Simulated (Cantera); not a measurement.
Input: 1 mol HMDSO, a varied amount of NO, held at 1627 °C and 25000 Pa.

Cantera equilibrium calculation (NASA polynomials, part measured and part estimated; ideal gas, pure solids and liquids). Candidate condensed phases: C, C6H6, C7H8, C8H18, H2O, Si, SiC, SiO2, Si2N2O, Si3N4; 151 gas species. The feed counts by its element totals alone. Mutual solubility and eutectic melting of coexisting phases are not modelled. The tables hold silica as quartz up to 1696 K and as liquid above; real silica turns to tridymite and cristobalite and melts near 1996 K. Gases not in the tables: Si(OH)4. Kinetics and transport are ignored.

x: gas mole fraction; n: condensed amount in mol.

| n(NO) (mol) | x H2 | x CO | x N2 | x SiO | x H2O | x CO2 | x HCN | n C(graphite) | n SiC(s) | n Si2N2O(s) | n SiO2(condensed) |
|---|---|---|---|---|---|---|---|---|---|---|---|
| 2.1 | 0.682 | 0.234 | 0.0786 | 0.00171 | 7.11e-6 | 5.80e-7 | 0.00226 | 0.906 | 1.98 | 0 | 0 |
| 2.5 | 0.652 | 0.253 | 0.0896 | 0.00184 | 7.34e-6 | 6.76e-7 | 0.00235 | 0.509 | 1.97 | 0 | 0 |
| 2.9 | 0.625 | 0.270 | 0.0997 | 0.00197 | 7.51e-6 | 7.70e-7 | 0.00243 | 0.112 | 1.97 | 0 | 0 |
| 3.4 | 0.594 | 0.277 | 0.112 | 0.0138 | 1.92e-5 | 2.13e-6 | 0.000964 | 0 | 1.79 | 0 | 0 |
| 4 | 0.561 | 0.281 | 0.125 | ? | ? | ? | ? | 0 | ? | 0 | 0 |
| 4.6 | 0.535 | 0.287 | 0.133 | 0.0429 | 3.10e-5 | 3.95e-6 | 0.000575 | 0 | 1.17 | 0.0565 | 0 |
| 5.4 | 0.513 | 0.305 | 0.137 | 0.0430 | 3.07e-5 | 4.34e-6 | 0.000587 | 0 | 0.644 | 0.301 | 0 |
| 6.3 | 0.491 | 0.324 | 0.140 | 0.0432 | 3.03e-5 | ? | 0.000598 | 0 | ? | ? | 0 |
| 7.4 | 0.442 | 0.295 | 0.182 | 0.0791 | 0.000310 | 4.92e-5 | 5.19e-5 | 0 | 0 | 0 | 0.394 |
| 8.7 | 0.455 | 0.304 | 0.221 | 0.0169 | 0.00149 | 0.000236 | 1.28e-5 | 0 | 0 | 0 | 1.67 |
| 10 | 0.406 | 0.292 | 0.250 | 0.000522 | 0.0431 | 0.00737 | 3.81e-7 | 0 | 0 | 0 | 1.99 |

### Question
What belongs in the gaps?

### Answer

- 6.3, x CO2: 4.75e-6
- 6.3, n SiC(s): 0.0556
- 6.3, n Si2N2O(s): 0.577
- 4, x SiO: 0.0316
- 4, x H2O: 2.76e-5
- 4, x CO2: 3.28e-6
- 4, x HCN: 0.000656
- 4, n SiC(s): 1.49
